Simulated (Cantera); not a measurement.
A closed system holds: 1 mol SiC, 0.9 mol N₂O, 40 mol H₂, equilibrated at 1750 K and 0.310 bar.

Cantera equilibrium calculation (NASA polynomials, part measured and part estimated; ideal gas, pure solids and liquids). Candidate condensed phases: C, C₆H₆, C₇H₈, C₈H₁₈, H₂O, Si, SiC, SiO₂, Si₂N₂O, Si₃N₄; 151 gas species. Mutual solubility and eutectic melting of coexisting phases are not modelled. Rates play no part.

Base state: H₂ 0.967, N₂ 0.0163, CO 0.0135, SiO 0.00282, H 0.000411, HCN 9.09e-5, CH₄ 4.01e-5 (mole fractions); condensed: SiC(s) + Si₂N₂O(s).

What changes in the equilibrium state with this change: SiC replaced by Si₃N₄?


```
species           before     after
--------------  --------  --------
H₂                 0.967     0.970
N₂                0.0163    0.0292
H               0.000411  0.000411
CO                0.0135         0
SiO              0.00282  0.000352
HCN              9.09e-5         0
CH₄              4.01e-5         0
SiC(s), mol        0.435         0
Si₂N₂O(s), mol     0.224     0.885
Si₃N₄(s), mol          0     0.405
```
Gases not in the tables: Si₂H₆ and higher silanes.
